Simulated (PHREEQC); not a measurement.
# Acid rinse or clean

Make-up at 90 °C: 140 mmol/kgw HBr, 0.11 mmol/kgw NiCl2 and 0.089 mmol/kgw CuCl2. Closed to the air; pH follows from the charge balance.

Model: ion-association model, wateq4f.dat, run in PHREEQC.

No solid was allowed to form.

Task: What pH does the model give?

Result: pH 0.96.

Task: In which forms is Ni present?

Result: Ni+2 89 %, NiBr+ 11 % of the Ni.

Away from 25 °C the constants follow the database's enthalpies or fits; those with neither stay at their 25 °C values.
